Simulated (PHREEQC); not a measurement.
A column of 0.1 m (40 cells, dispersivity 0.008 m, 3600 s a shift, diffusion coefficient 3e-10 m²/s) holds 0.15 eq of the database's cation exchanger X per kg of pore water, first in equilibrium with 0.006 mol/kgw SrCl2, 0.00047 mol/kgw MgCl2 and 1e-05 mol/kgw HCl. It is flushed with 0.14 mmol/kgw PbCl2, 60 mmol/kgw BaCl2, 2.8 mmol/kgw KBr and 0.01 mmol/kgw HCl, at 15 °C. Values are for the last cell. CO2 from the air is kept out. Precipitation was switched off in this run.

Base run: PHREEQC, ion-association model, phreeqc.dat. Each further column changes one thing. The table gives K in solution (mol/kgw).

```tsv
pore volumes	base	exchange capacity from 0.15 to 0.075 eq/kgw	dispersivity from 0.008 to 0.016 m
0	0	0	0
0.4625	5.74e-11	6.28e-8	1.52e-7
1.062	9.47e-5	0.000503	0.000275
1.512	0.000645	0.00151	0.000891
1.962	0.00136	0.00220	0.00148
2.413	0.00193	0.00254	0.00192
3.013	0.00239	0.00272	0.00230
3.462	0.00257	0.00277	0.00248
3.913	0.00268	0.00279	0.00259
4.513	0.00275	0.00280	0.00268
4.963	0.00277	0.00280	0.00272
```
